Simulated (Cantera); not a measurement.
An isothermal, constant-pressure homogeneous reactor starts with 61.0 % NO, 39.0 % N2, at 1625 K and 150 Torr.

Computed with Cantera and GRI-Mech 3.0 (53 species, 325 reactions).

**Question.** Predict: x(NO) at 50.0 s; x(O2) at 50.0 s; x(N2O) at 50.0 s; x(NO2) at 50.0 s; x(O) at 50.0 s; x(N2) at 50.0 s.

**Answer.** 
| Property | Value |
|---|---|
| x(NO) at 50.0 s | 0.397 (gas-phase equilibrium 0.00244) |
| x(O2) at 50.0 s | 0.106 (gas-phase equilibrium 0.304) |
| x(N2O) at 50.0 s | 5.34e-5 (gas-phase equilibrium 6.07e-8) |
| x(NO2) at 50.0 s | 0.000474 (gas-phase equilibrium 4.93e-6) |
| x(O) at 50.0 s | 1.47e-5 (gas-phase equilibrium 2.41e-5) |
| x(N2) at 50.0 s | 0.496 (gas-phase equilibrium 0.694) |
